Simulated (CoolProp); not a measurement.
Aqueous potassium formate as a coolant, 32 % by mass, freezing at -23.5 °C, 1 atm.

The numbers come from the Melinder's fits for secondary coolants in CoolProp.

```tsv
T (°C)	Prandtl number	cp (kJ/(kg K))	conductivity (W/(m K))	viscosity (mPa s)
-16.8	29.5	3.020	0.492	4.81
-9.9	22.7	3.033	0.500	3.75
-2.9	18.0	3.045	0.509	3.00
4	14.6	3.058	0.517	2.48
11	12.2	3.070	0.526	2.08
18	10.3	3.082	0.534	1.79
24.9	8.91	3.094	0.543	1.56
31.9	7.77	3.107	0.551	1.38
```
